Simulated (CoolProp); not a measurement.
Properties of R1336mzz(Z) at several states.

The numbers come from the reference Helmholtz-energy equation of state, McLinden 2020 in CoolProp.

| T (K) | p (MPa) | phase | cv (kJ/(kg K)) | Joule-Thomson coefficient (K/MPa) |
|---|---|---|---|---|
| 363.4 | 11.2 | liquid | [?] | [?] |
| 294.5 | 0.0873 | liquid | [?] | [?] |
| 463.7 | 0.0127 | gas | [?] | [?] |
| 249 | 12.8 | liquid | [?] | [?] |

**Question.** Fill in the missing entries.

**Answer.** 
- 363.4, cv (kJ/(kg K)): 0.9939
- 363.4, Joule-Thomson coefficient (K/MPa): -0.1561
- 294.5, cv (kJ/(kg K)): 0.8969
- 294.5, Joule-Thomson coefficient (K/MPa): -0.2673
- 463.7, cv (kJ/(kg K)): 1.033
- 463.7, Joule-Thomson coefficient (K/MPa): 8.493
- 249, cv (kJ/(kg K)): 0.8195
- 249, Joule-Thomson coefficient (K/MPa): -0.3862
